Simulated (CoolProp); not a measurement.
Vapour-liquid equilibrium of R134a (1) + n-butane (2) at 298.3 K; x and y are mole fractions of (1).

Values from CoolProp's multi-fluid Helmholtz-energy mixture model, Tillner-Roth 1994 and Bücker 2006; pair parameters Bell 2016.

| x | bubble pressure (bar) | y at the bubble point | dew pressure at overall composition x (bar) | liquid density (mol/L) |
|---|---|---|---|---|
| 0.05 | 3.666 | 0.340 | 2.573 | 9.882 |
| 0.15 | 5.223 | 0.554 | 2.871 | 9.946 |
| 0.25 | 6.042 | 0.629 | 3.244 | 10.02 |
| 0.35 | 6.480 | 0.668 | 3.720 | 10.12 |
| 0.45 | 6.737 | 0.693 | 4.345 | 10.24 |
| 0.55 | 6.914 | 0.715 | 5.187 | 10.40 |
| 0.65 | 7.050 | 0.741 | 6.280 | 10.61 |
| 0.75 | 7.140 | 0.776 | 7.083 | 10.88 |
| 0.85 | 7.137 | 0.831 | 7.111 | 11.21 |
| 0.95 | 6.929 | 0.925 | 6.853 | 11.60 |

y crosses x between x = 0.75 and 0.85: the model has an azeotrope there.

Pair parameters are fitted to limited data, so mixtures are less certain than the pure fluids. With so large a gap from Raoult's law the liquid may split in two, which this calculation doesn't test in full.
